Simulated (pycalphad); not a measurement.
Source of the numbers: pycalphad with the COST 507 light-alloy database (1999); pressure 1 atm. The data set is of 1999 and partly superseded. Diffusion is slow at the low end, where real alloys seldom reach equilibrium.

Molar enthalpy of Ti-0.8326Hf-2.024B (wt.%) in equilibrium (SER reference):

| T (K) | H (kJ/mol) | phases |
|---|---|---|
| 2850 | 101.64 | liquid |
| 2700 | 94.89 | liquid |
| 2550 | 88.13 | liquid |
| 2400 | 81.38 | liquid |
| 2250 | 74.62 | liquid |
| 2100 | 67.87 | liquid |
| 1950 | 61.12 | liquid |
| 1875 | 57.75 | liquid |
| 1800 | 35.40 | bcc + BM |
| 1725 | 32.77 | bcc + BM |
| 1650 | 30.21 | bcc + BM |
| 1500 | 25.28 | bcc + BM |
| 1350 | 20.57 | bcc + BM |
| 1200 | 16.04 | bcc + BM |
| 1050 | 7.78 | hcp + BM |
| 900 | 2.97 | hcp + BM |
| 750 | -1.62 | hcp + BM |
| 600 | -5.99 | hcp + BM |

Cooling from 1875 K to 1800 K, across the freezing range, releases 22.3 kJ/mol, or 496 J/g. The slope is 45 J/(mol K) in the liquid and 35 J/(mol K) just below the solidus, where it includes any heat of precipitation. Liquidus 1849 K, solidus 1814 K. Changes were sought between steps of 75 K, so a narrower field can be missed.

Database names, with the compositions (at.%) that they take in these runs: BM: Ti 50 B 50.
